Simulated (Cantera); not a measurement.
Feed: 1 mol CO, 0.38 mol H2, 0.019 mol O2, equilibrated at 1775 °C and 1330 Pa.

Equilibrium computed with Cantera from the NASA thermochemical tables; the gas is ideal and each condensed phase is pure. Candidate condensed phases: C, C6H6, C7H8, C8H18, H2O; 110 gas species. The numbers say what is thermodynamically allowed, not how fast it happens.

Base state: CO 0.711, H2 0.252, H2O 0.0172, CO2 0.0102, H 0.00974, OH 7.23e-5 (mole fractions); condensed: gas only.

### Question
What changes in the equilibrium state with this change: H2 from 0.38 to 6.1 mol?

### Answer
```
species   before     after
-------  -------  --------
H2         0.252     0.838
CO         0.711     0.139
H        0.00974    0.0178
H2O       0.0172   0.00511
CO2       0.0102  0.000179
OH       7.23e-5   1.18e-5
```

### Question
What changes in the equilibrium state with this change: temperature from 1775 °C to 927 °C?

### Answer
| species | before | after |
|---|---|---|
| CO | 0.711 | 0.706 |
| H2 | 0.252 | 0.266 |
| CO2 | 0.0102 | 0.0182 |
| H | 0.00974 | 8.81e-7 |
| H2O | 0.0172 | 0.00938 |
| OH | 7.23e-5 | <1e-9 |

### Question
What changes in the equilibrium state with this change: H2 from 0.38 to 12 mol?

### Answer
```json
[
 {"species": "H2", "before": "0.252", "after": "0.902"},
 {"species": "CO", "before": "0.711", "after": "0.0762"},
 {"species": "H", "before": "0.00974", "after": "0.0184"},
 {"species": "H2O", "before": "0.0172", "after": "0.00284"},
 {"species": "CO2", "before": "0.0102", "after": "5.04e-5"},
 {"species": "OH", "before": "7.23e-5", "after": "6.32e-6"}
]
```
